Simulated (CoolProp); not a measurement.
Properties of the fluoroketone C6F12O (FK-5-1-12) along the isotherm 365.5 K (Tc = 441.8 K, pc = 1869 kPa, ω = 0.471).

Model: reference Helmholtz-energy equation of state, McLinden 2015, in CoolProp.

| p (kPa) | phase | density (kg/m³) | cp (kJ/(kg K)) | expansivity (1/kK) |
|---|---|---|---|---|
| 425 | liquid | [?] | 1.182 | 3.043 |
| 850 | liquid | 1377 | 1.177 | 2.942 |
| 1270 | liquid | [?] | 1.173 | 2.852 |
| 1700 | liquid | 1388 | 1.169 | 2.769 |
| 2120 | liquid | 1393 | 1.166 | 2.695 |
| 2550 | liquid | 1398 | 1.162 | 2.625 |
| 2970 | liquid | 1403 | 1.159 | 2.562 |
| 3400 | liquid | 1407 | 1.157 | 2.503 |
| 3820 | liquid | 1412 | [?] | 2.449 |
| 4250 | liquid | 1416 | [?] | 2.398 |
| 4670 | liquid | [?] | 1.149 | 2.351 |

Fill in the missing entries.


- 425, density (kg/m³): 1372
- 1270, density (kg/m³): 1383
- 3820, cp (kJ/(kg K)): 1.154
- 4250, cp (kJ/(kg K)): 1.152
- 4670, density (kg/m³): 1420
